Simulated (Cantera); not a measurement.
Charge: 1 mol AlCl3, 0.22 mol O2, 3 mol H2, at 1375 K and 0.0580 bar.

Method: chemical equilibrium by Gibbs-energy minimisation in Cantera with the NASA 1993 tables (ideal gas, pure condensed phases). Candidate condensed phases: Al, AlCl3, Al2O3, H2O; 29 gas species. The tables' values for AlCl2 are old estimates; treat these amounts as uncertain. Rates play no part.

Base state: H2 0.616, HCl 0.214, AlCl3 0.169, AlCl2 0.00126, AlCl 0.000123, H 1.12e-5 (mole fractions); condensed: Al2O3(s).

Question: What changes in the equilibrium state with this change: O2 from 0.22 to 4.7 mol?

Answer: 
| species | before | after |
|---|---|---|
| O2 | <1e-9 | 0.412 |
| HCl | 0.214 | 0.373 |
| H2O | 4.71e-6 | 0.203 |
| H2 | 0.616 | 4.03e-7 |
| AlCl3 | 0.169 | 9.99e-8 |
| Cl2 | 1.09e-9 | 0.00509 |
| AlCl2 | 0.00126 | <1e-9 |
| AlCl | 0.000123 | <1e-9 |
| Al2O3(s), mol | 0.147 | 0.500 |
Gases not in the tables: Al(OH)3.

Question: What changes in the equilibrium state with this change: pressure from 0.0580 bar to 0.00120 bar?

Answer: 
```tsv
species	before	after
H2	0.616	0.603
HCl	0.214	0.227
AlCl3	0.169	0.157
AlCl	0.000123	0.00476
Cl	3.21e-6	2.40e-5
H	1.12e-5	7.68e-5
Al2O3(s), mol	0.147	0.147
```

Question: What changes in the equilibrium state with this change: AlCl3 replaced by Al?

Answer: 
```json
[
 {"species": "H2", "before": "0.616", "after": "1.000"},
 {"species": "Al", "before": "<1e-9", "after": "2.40e-5"},
 {"species": "H", "before": "1.12e-5", "after": "1.42e-5"},
 {"species": "HCl", "before": "0.214", "after": "0"},
 {"species": "AlCl3", "before": "0.169", "after": "0"},
 {"species": "AlCl2", "before": "0.00126", "after": "0"},
 {"species": "AlCl", "before": "0.000123", "after": "0"},
 {"species": "Al2O3(s), mol", "before": "0.147", "after": "0.147"},
 {"species": "Al(l), mol", "before": "0", "after": "0.707"}
]
```
Mutual solubility and eutectic melting of coexisting phases are not modelled.
